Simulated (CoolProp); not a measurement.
Carbon monoxide at several states: Z from the reference equation and from simpler models built on Tc = -140.3 °C, pc = 34.98 bar, ω = 0.050; each cubic takes its own stable root.

Values from CoolProp's reference Helmholtz-energy equation of state, Lemmon 2006. It is a short technical equation, of lower accuracy than the large ones.

| T (°C) | p (bar) | phase | reference |
|---|---|---|---|
| -142.85 | 166 | liquid | 0.6728 |
| -101.95 | 10.8 | gas | 0.9519 |
| 167.45 | 140 | supercritical | 1.059 |
| -111.05 | 1.46 | gas | 0.9923 |
| -90.15 | 0.148 | gas | 0.9995 |
| -115.25 | 12.8 | gas | 0.9249 |

Q: How far does each simpler model (van der Waals, Redlich-Kwong, Soave-Redlich-Kwong, Peng-Robinson) lie from the reference over these 6 states: mean and median of the absolute difference, and the worst?

A: 
- van der Waals: mean 5.6 %, median 0.1 %, worst +29.7 % at -142.85 °C and 166 bar
- Redlich-Kwong: mean 0.6 %, median 0.2 %, worst -2.1 % at 167.45 °C and 140 bar
- Soave-Redlich-Kwong: mean 0.3 %, median 0.0 %, worst +0.9 % at 167.45 °C and 140 bar
- Peng-Robinson: mean 2.2 %, median 1.0 %, worst -9.6 % at -142.85 °C and 166 bar
